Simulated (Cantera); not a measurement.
A closed system holds: 1 mol AlN, 0.029 mol N2, equilibrated at 1202 °C and 750 Torr.

Cantera equilibrium calculation (NASA polynomials, part measured and part estimated; ideal gas, pure solids and liquids). Candidate condensed phases: Al, AlN; 5 gas species. Rates play no part.

**Question.** What is the equilibrium state?

**Answer.** 
```json
{
  "x(N2)": "1.00",
  "n(AlN(s))": "1.00 mol",
  "gas_amount": "0.02900 mol",
  "log10 activity of Al(l) (absent)": "-5.52"
}
```
